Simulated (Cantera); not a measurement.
Source: NASA polynomial tables (part measured, part estimated), evaluated in Cantera. Values are per mole of reaction as written; species without (g) are pure solids or liquids, kept so even where they would boil at 1 bar.

PbS + H₂(g) → H₂S(g) + Pb

| T (K) | ΔH° (kJ) | ΔS° (J/K) | ΔG° (kJ) | log10 K | condensed phases |
|---|---|---|---|---|---|
| 675 | 77.1 | 44.1 | 47.3 | -3.66 | PbS(s), Pb(l) |
| 875 | … | … | … | … | PbS(s), Pb(l) |
| 1075 | … | … | … | … | PbS(s), Pb(l) |
| 1275 | … | … | … | … | PbS(s), Pb(l) |
| 1475 | 48.2 | 21.0 | 17.3 | -0.61 | PbS(l), Pb(l) |
| 1675 | 44.4 | 18.5 | 13.3 | -0.42 | PbS(l), Pb(l) |
| 1875 | … | … | … | … | PbS(l), Pb(l) |

Problem. Complete the blanks.

Solution. 
- 875, ΔH° (kJ): 74.8
- 875, ΔS° (J/K): 41.2
- 875, ΔG° (kJ): 38.8
- 875, log10 K: -2.31
- 1075, ΔH° (kJ): 72.5
- 1075, ΔS° (J/K): 38.8
- 1075, ΔG° (kJ): 30.8
- 1075, log10 K: -1.50
- 1275, ΔH° (kJ): 70.1
- 1275, ΔS° (J/K): 36.8
- 1275, ΔG° (kJ): 23.2
- 1275, log10 K: -0.95
- 1875, ΔH° (kJ): 40.7
- 1875, ΔS° (J/K): 16.5
- 1875, ΔG° (kJ): 9.8
- 1875, log10 K: -0.27
